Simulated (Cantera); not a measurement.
Diamond growth

A diamond (100) surface in a fixed gas of H2 with x(CH4) = 0.0033, x(H) = 0.0024, at 1075 K, 0.0300 bar; coverages are run to steady state.

Detailed kinetics in Cantera: the Harris–Goodwin 1993 mechanism for the reconstructed diamond (100) surface.

```json
[
 {"x(CH3)": "1e-06", "growth (µm/h)": "0.0124", "θ c6HH": "0.535", "θ c6H*": "0.0253", "θ c6*H": "0.425", "θ c6**": "0.0151", "θ c6HM": "9.42e-5"},
 {"x(CH3)": "2.2e-06", "growth (µm/h)": "0.0274", "θ c6HH": "0.535", "θ c6H*": "0.0253", "θ c6*H": "0.425", "θ c6**": "0.0151", "θ c6HM": "0.000207"},
 {"x(CH3)": "4.9e-06", "growth (µm/h)": "0.0609", "θ c6HH": "0.535", "θ c6H*": "0.0252", "θ c6*H": "0.424", "θ c6**": "0.0151", "θ c6HM": "0.000461"},
 {"x(CH3)": "1.1e-05", "growth (µm/h)": "0.137", "θ c6HH": "0.534", "θ c6H*": "0.0252", "θ c6*H": "0.424", "θ c6**": "0.0151", "θ c6HM": "0.00103"},
 {"x(CH3)": "2.4e-05", "growth (µm/h)": "0.297", "θ c6HH": "0.533", "θ c6H*": "0.0252", "θ c6*H": "0.423", "θ c6**": "0.0150", "θ c6HM": "0.00225"},
 {"x(CH3)": "5.4e-05", "growth (µm/h)": "0.665", "θ c6HH": "0.531", "θ c6H*": "0.0251", "θ c6*H": "0.421", "θ c6**": "0.0149", "θ c6HM": "0.00504"},
 {"x(CH3)": "0.00012", "growth (µm/h)": "1.46", "θ c6HH": "0.526", "θ c6H*": "0.0248", "θ c6*H": "0.417", "θ c6**": "0.0147", "θ c6HM": "0.0111"},
 {"x(CH3)": "0.00027", "growth (µm/h)": "3.20", "θ c6HH": "0.516", "θ c6H*": "0.0243", "θ c6*H": "0.409", "θ c6**": "0.0142", "θ c6HM": "0.0243"},
 {"x(CH3)": "0.00059", "growth (µm/h)": "6.63", "θ c6HH": "0.496", "θ c6H*": "0.0233", "θ c6*H": "0.392", "θ c6**": "0.0132", "θ c6HM": "0.0503"}
]
```
θ: site fractions in the mechanism's names (c6HH fully hydrogenated, c6H* and c6*H radical sites, c6** diradical, c6HM methylated).
